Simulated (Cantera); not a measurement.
Input (Python, Cantera) and output of one run.

```python
import numpy as np
import cantera as ct

gas_names = [...]  # 113 gases of nasa_gas.yaml made of C, H, O, Ti
cond_names = """
    C(gr) C6H6(L) C7H8(L) C8H18(L),n-octa H2O(s) H2O(L) Ti(a) Ti(b) Ti(L) TiC(s) TiC(L) TiO(a) TiO(b)
    TiO(L) TiO2(ru) TiO2(L) Ti2O3(a) Ti2O3(b) Ti2O3(L) Ti3O5(a) Ti3O5(b) Ti3O5(L) Ti4O7(s) Ti4O7(L)
""".split()


# ... load() reads the species with a 1 bar reference pressure and builds the phases ...
atoms = {
    'Ti(OiPr)4': {'Ti': 1, 'C': 12, 'H': 28, 'O': 4},
    'CH4': {'C': 1, 'H': 4},
}
top_T = {'C(gr)': 4500}  # K; cautious upper limits of use, not melting points


# ... equilibrate(T, P, feed) seeds the gas with the atoms and calls Mixture.equilibrate('TP', solver="vcs", rtol=1e-11, max_steps=5000) ...
results = []
feed = {'Ti(OiPr)4': 1, 'CH4': 0.14}  # mol
P = 12000  # Pa
for T in [1575, 1650, 1725, 1800, 1875, 1950, 2025, 2100, 2175]:
    mix = equilibrate(T, P, feed)
    results.append((T, P, feed, dict(zip(mix.species_names, mix.species_moles))))
    x = sorted(zip(gas.X, gas.species_names), reverse=True)
    print(f"T = {T:g} K  P = {P:g} Pa  gas = {mix.phase_moles(0):.4g} mol")
    print("   x: " + "  ".join(f"{s} {v:.3e}" for v, s in x if v > 1e-05))
    print("   condensed (mol): " + ("  ".join(f"{mix.phase(i).name} {mix.phase_moles(i):.4g}"
          for i in range(1, mix.n_phases) if mix.phase_moles(i) > 1e-12) or "none"))
```

Result:

```
T = 1575 K  P = 12000 Pa  gas = 18.28 mol
   x: H2 7.809e-01  CO 2.188e-01  CH4 1.331e-04  H 1.060e-04  H2O 2.105e-05  C2H2,acetylene 1.648e-05
   condensed (mol): C(gr) 7.137  TiC(s) 1
T = 1650 K  P = 12000 Pa  gas = 18.28 mol
   x: H2 7.808e-01  CO 2.188e-01  H 2.317e-04  CH4 9.722e-05  C2H2,acetylene 3.562e-05  H2O 1.319e-05
   condensed (mol): C(gr) 7.137  TiC(s) 1
T = 1725 K  P = 12000 Pa  gas = 18.28 mol
   x: H2 7.806e-01  CO 2.188e-01  H 4.737e-04  CH4 7.303e-05  C2H2,acetylene 7.192e-05
   condensed (mol): C(gr) 7.136  TiC(s) 1
T = 1800 K  P = 12000 Pa  gas = 18.29 mol
   x: H2 7.802e-01  CO 2.187e-01  H 9.129e-04  C2H2,acetylene 1.368e-04  CH4 5.620e-05
   condensed (mol): C(gr) 7.134  TiC(s) 1
T = 1875 K  P = 12000 Pa  gas = 18.29 mol
   x: H2 7.794e-01  CO 2.186e-01  H 1.671e-03  C2H2,acetylene 2.469e-04  CH4 4.417e-05
   condensed (mol): C(gr) 7.13  TiC(s) 1
T = 1950 K  P = 12000 Pa  gas = 18.31 mol
   x: H2 7.781e-01  CO 2.185e-01  H 2.919e-03  C2H2,acetylene 4.253e-04  CH4 3.535e-05
   condensed (mol): C(gr) 7.124  TiC(s) 1
T = 2025 K  P = 12000 Pa  gas = 18.32 mol
   x: H2 7.761e-01  CO 2.183e-01  H 4.894e-03  C2H2,acetylene 7.023e-04  CH4 2.873e-05
   condensed (mol): C(gr) 7.114  TiC(s) 1
T = 2100 K  P = 12000 Pa  gas = 18.35 mol
   x: H2 7.730e-01  CO 2.180e-01  H 7.908e-03  C2H2,acetylene 1.117e-03  CH4 2.365e-05
   condensed (mol): C(gr) 7.098  TiC(s) 1
T = 2175 K  P = 12000 Pa  gas = 18.39 mol
   x: H2 7.684e-01  CO 2.175e-01  H 1.235e-02  C2H2,acetylene 1.715e-03  CH4 1.967e-05
   condensed (mol): C(gr) 7.076  TiC(s) 1
```

These are equilibrium values from Cantera (NASA tables, ideal gas, pure condensed phases), not measurements of a reactor. The feed counts by its element totals alone. TiC: taken at fixed stoichiometry.
